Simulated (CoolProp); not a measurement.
Properties of octamethyltrisiloxane (MDM) at several states.

Computed with CoolProp (reference Helmholtz-energy equation of state, Thol 2017).

| T (K) | p (MPa) | phase | cp (kJ/(kg K)) | cv (kJ/(kg K)) | speed of sound (m/s) | isothermal compressibility (1/MPa) | expansivity (1/kK) |
|---|---|---|---|---|---|---|---|
| 512.6 | 0.0164 | gas | 1.962 | 1.925 | 134.7 | 61.32 | 1.992 |
| 255.7 | 1.14 | liquid | 1.697 | 1.389 | 1073 | 0.001237 | 1.131 |
| 306.4 | 2.02 | liquid | 1.799 | 1.490 | 904.3 | 0.001823 | 1.220 |
| 470.2 | 0.158 | gas | 1.893 | 1.839 | 119.6 | 6.929 | 2.896 |
| 368.6 | 1.24 | liquid | 1.954 | 1.643 | 696.9 | 0.003288 | 1.438 |
